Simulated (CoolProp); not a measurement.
Computed with CoolProp (reference Helmholtz-energy equation of state, Lemmon 2006). It is a short technical equation, of lower accuracy than the large ones.

Question: For nitrous oxide, give the phase and the cp (kJ/(kg K)), speed of sound (m/s), Joule-Thomson coefficient (K/MPa) at -58.85 °C and 0.0344 MPa; -58.85 °C and 0.0979 MPa.

Answer: 
- -58.85 °C and 0.0344 MPa: gas; cp 0.787, speed of sound 230, Joule-Thomson coefficient 24.6
- -58.85 °C and 0.0979 MPa: gas; cp 0.802, speed of sound 229, Joule-Thomson coefficient 25.2
